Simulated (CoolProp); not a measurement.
Ammonia along the isobar 34.6 MPa: Z from the reference equation and from simpler models built on Tc = 132.4 °C, pc = 11.36 MPa, ω = 0.256; each cubic takes its own stable root.

Computed with CoolProp (reference Helmholtz-energy equation of state, Gao 2020).

| T (°C) | phase | reference |
|---|---|---|
| 0.95 | liquid | 0.3926 |
| 8.05 | liquid | 0.3876 |
| 15.15 | liquid | 0.3830 |
| 22.25 | liquid | 0.3789 |
| 29.25 | liquid | 0.3753 |
| 36.35 | liquid | 0.3720 |
| 43.45 | liquid | 0.3691 |
| 50.55 | liquid | 0.3666 |
| 57.65 | liquid | 0.3645 |
| 64.75 | liquid | 0.3628 |
| 71.85 | liquid | 0.3615 |
| 78.95 | liquid | 0.3607 |
| 85.95 | liquid | 0.3603 |

Question: How far does each simpler model (van der Waals, Redlich-Kwong, Peng-Robinson) lie from the reference over these 13 states: mean and median of the absolute difference, and the worst?

Answer: 
- van der Waals: mean 78.0 %, median 78.2 %, worst +82.9 % at 0.95 °C and 34.6 MPa
- Redlich-Kwong: mean 29.0 %, median 29.0 %, worst +29.3 % at 85.95 °C and 34.6 MPa
- Peng-Robinson: mean 11.7 %, median 11.5 %, worst +12.5 % at 85.95 °C and 34.6 MPa
